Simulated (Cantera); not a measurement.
Cantera run:

```python
import numpy as np
import cantera as ct

gas_names = """
    C CH CH2 CH3 CH4 CN C2 C2H C2H2,acetylene C2H2,vinylidene C2H3,vinyl CH3CN C2H4 C2H5 C2H6 CCN CNC
    C2N2 C3 C3H3,propargyl C3H4,allene C3H4,propyne C3H4,cyclo- C3H5,allyl C3H6,propylene C3H6,cyclo-
    C3H7,n-propyl C3H7,i-propyl C3H8 C4 C4H2 C4H4,1,3-cyclo- C4H6,butadiene C4H6,2-butyne C4H6,cyclo-
    C4H8,1-butene C4H8,cis2-buten C4H8,tr2-butene C4H8,isobutene C4H8,cyclo- C4H9,n-butyl C4H9,i-butyl
    C4H9,s-butyl C4H9,t-butyl C4H10,isobutane C4H10,n-butane C4N2 C5 C5H6,1,3cyclo- C5H8,cyclo-
    C5H10,1-pentene C5H10,cyclo- C5H11,pentyl C5H11,t-pentyl C5H12,n-pentane C5H12,i-pentane
    CH3C(CH3)2CH3 C6H2 C6H5,phenyl C6H6 C6H10,cyclo- C6H12,1-hexene C6H12,cyclo- C6H13,n-hexyl
    C7H7,benzyl C7H8 C7H14,1-heptene C7H15,n-heptyl C7H16,n-heptane C8H8,styrene C8H10,ethylbenz
    C8H16,1-octene C8H17,n-octyl C8H18,isooctane C8H18,n-octane C9H19,n-nonyl C10H8,naphthale
    C10H21,n-decyl C12H9,o-bipheny C12H10,bipheny H HCN HCCN HNC H2 N NH NH2 NH3 N2 N2H2 N2H4
""".split()
cond_names = """
    C(gr) C6H6(L) C7H8(L) C8H18(L),n-octa
""".split()


def load(file, names, dense=False):
    # The tables refer to 1 bar. Condensed volumes are neglected.
    table = {s.name: s for s in ct.Species.list_from_file(file)}
    out = []
    for n in names:
        d = dict(table[n].input_data)
        d["thermo"] = dict(d["thermo"], **{"reference-pressure": 1e5})
        if dense:
            d["equation-of-state"] = {"model": "constant-volume", "density": "1e6 g/cm^3"}
        out.append(ct.Species.from_dict(d))
    return out


gas = ct.Solution(thermo="ideal-gas", species=load("nasa_gas.yaml", gas_names))
cond = {s.name: ct.Solution(thermo="fixed-stoichiometry", species=[s], name=s.name)
        for s in load("nasa_condensed.yaml", cond_names, dense=True)}
atoms = {
    'n-butane': {'C': 4, 'H': 10},
    'NH3': {'N': 1, 'H': 3},
}
top_T = {'C(gr)': 4500}  # K; cautious upper limits of use, not melting points


def equilibrate(T, P, feed):
    n = {}
    for name, mol in feed.items():
        for a, k in atoms[name].items():
            n[a] = n.get(a, 0.0) + k * mol
    gas.TPX = T, P, n
    mass = sum(n.values()) * gas.mean_molecular_weight
    gas.equilibrate("TP")
    valid = [c for c in cond.values() if c.min_temp <= T <= top_T.get(c.name, c.max_temp)]
    mix = ct.Mixture([(gas, mass / gas.mean_molecular_weight)] + [(c, 0.0) for c in valid])
    mix.T, mix.P = T, P
    mix.equilibrate("TP", solver="vcs", rtol=1e-11, max_steps=5000)
    return mix


results = []
feed = {'n-butane': 1, 'NH3': 0.024}  # mol
T = 2325  # K
P = 70  # Pa
mix = equilibrate(T, P, feed)
results.append((T, P, feed, dict(zip(mix.species_names, mix.species_moles))))
x = sorted(zip(gas.X, gas.species_names), reverse=True)
print(f"T = {T:g} K  P = {P:g} Pa  gas = {mix.phase_moles(0):.4g} mol")
print("   x: " + "  ".join(f"{s} {v:.3e}" for v, s in x if v > 1e-06))
print("   condensed (mol): " + ("  ".join(f"{mix.phase(i).name} {mix.phase_moles(i):.4g}"
      for i in range(1, mix.n_phases) if mix.phase_moles(i) > 1e-12) or "none"))
```

It prints:

```
T = 2325 K  P = 70 Pa  gas = 6.072 mol
   x: H2 6.569e-01  H 3.370e-01  C2H2,acetylene 3.212e-03  HCN 1.274e-03  N2 1.265e-03  HNC 1.201e-04  C2H 7.924e-05  C3 3.773e-05  CN 2.898e-05  C 1.787e-05  C4H2 6.439e-06  C2 3.366e-06  C2H2,vinylidene 1.322e-06
   condensed (mol): C(gr) 3.95
```

Cantera equilibrium calculation (NASA polynomials, part measured and part estimated; ideal gas, pure solids and liquids).
